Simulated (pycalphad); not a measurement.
Freezing of Al-Si alloys with rising Si

CALPHAD calculation (pycalphad, COST 507 light-alloy database (1999)), 1 atm. These are 1990s assessments: newer ones move some temperatures and phases. Phase fractions are per mole of atoms.

Scheil-Gulliver runs (no diffusion in the solid, steps of 4 K) beside full equilibrium.

```json
[
 {"alloy": "Al-15.02Si (wt.%)", "liquidus (K)": "890", "Scheil, half solid (K)": "at the invariant end", "Scheil, 80 % solid (K)": "at the invariant end", "Scheil, invariant end (K)": "850", "liquid left at that end": "0.97", "equilibrium solidus (K)": "850"},
 {"alloy": "Al-29.88Si (wt.%)", "liquidus (K)": "[?]", "Scheil, half solid (K)": "at the invariant end", "Scheil, 80 % solid (K)": "at the invariant end", "Scheil, invariant end (K)": "850", "liquid left at that end": "[?]", "equilibrium solidus (K)": "850"},
 {"alloy": "Al-59.07Si (wt.%)", "liquidus (K)": "1414", "Scheil, half solid (K)": "915", "Scheil, 80 % solid (K)": "at the invariant end", "Scheil, invariant end (K)": "850", "liquid left at that end": "0.48", "equilibrium solidus (K)": "850"}
]
```

Q: Some entries are withheld; supply them.

A: 
- Al-29.88Si (wt.%), liquidus (K): 1093
- Al-29.88Si (wt.%), liquid left at that end: 0.81
